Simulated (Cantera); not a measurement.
Input (Python, Cantera) and output of one run.

```python
import numpy as np
import cantera as ct

gas_names = """
    H HO2 H2 H2O H2O2 Nb NbO NbO2 O OH O2 O3
""".split()
cond_names = """
    H2O(s) H2O(L) Nb(cr) Nb(L) NbO(s) NbO(L) NbO2(I) NbO2(II) NbO2(III) NbO2(L) Nb2O5(s) Nb2O5(L)
""".split()


def load(file, names, dense=False):
    # The tables refer to 1 bar. Condensed volumes are neglected.
    table = {s.name: s for s in ct.Species.list_from_file(file)}
    out = []
    for n in names:
        d = dict(table[n].input_data)
        d["thermo"] = dict(d["thermo"], **{"reference-pressure": 1e5})
        if dense:
            d["equation-of-state"] = {"model": "constant-volume", "density": "1e6 g/cm^3"}
        out.append(ct.Species.from_dict(d))
    return out


gas = ct.Solution(thermo="ideal-gas", species=load("nasa_gas.yaml", gas_names))
cond = {s.name: ct.Solution(thermo="fixed-stoichiometry", species=[s], name=s.name)
        for s in load("nasa_condensed.yaml", cond_names, dense=True)}
atoms = {
    'Nb': {'Nb': 1},
    'H2O': {'H': 2, 'O': 1},
    'H2': {'H': 2},
    'O2': {'O': 2},
}
top_T = {}  # K; cautious upper limits of use, not melting points


def equilibrate(T, P, feed):
    n = {}
    for name, mol in feed.items():
        for a, k in atoms[name].items():
            n[a] = n.get(a, 0.0) + k * mol
    gas.TPX = T, P, n
    mass = sum(n.values()) * gas.mean_molecular_weight
    gas.equilibrate("TP")
    valid = [c for c in cond.values() if c.min_temp <= T <= top_T.get(c.name, c.max_temp)]
    mix = ct.Mixture([(gas, mass / gas.mean_molecular_weight)] + [(c, 0.0) for c in valid])
    mix.T, mix.P = T, P
    mix.equilibrate("TP", solver="vcs", rtol=1e-11, max_steps=5000)
    return mix


results = []
feed = {'Nb': 1, 'H2O': 5.2, 'H2': 25, 'O2': 0.34}  # mol
T = 2050  # K
P = 10000  # Pa
mix = equilibrate(T, P, feed)
results.append((T, P, feed, dict(zip(mix.species_names, mix.species_moles))))
x = sorted(zip(gas.X, gas.species_names), reverse=True)
print(f"T = {T:g} K  P = {P:g} Pa  gas = {mix.phase_moles(0):.4g} mol")
print("   x: " + "  ".join(f"{s} {v:.3e}" for v, s in x if v > 0.0001))
print("   condensed (mol): " + ("  ".join(f"{mix.phase(i).name} {mix.phase_moles(i):.4g}"
      for i in range(1, mix.n_phases) if mix.phase_moles(i) > 1e-12) or "none"))
```

Output:

```
T = 2050 K  P = 10000 Pa  gas = 30.31 mol
   x: H2 8.652e-01  H2O 1.279e-01  H 6.673e-03  OH 1.078e-04
   condensed (mol): NbO2(III) 0.9971
```

Equilibrium computed with Cantera from the NASA thermochemical tables; the gas is ideal and each condensed phase is pure. Condensed phases not in the tables: the oxides between NbO2 and Nb2O5.
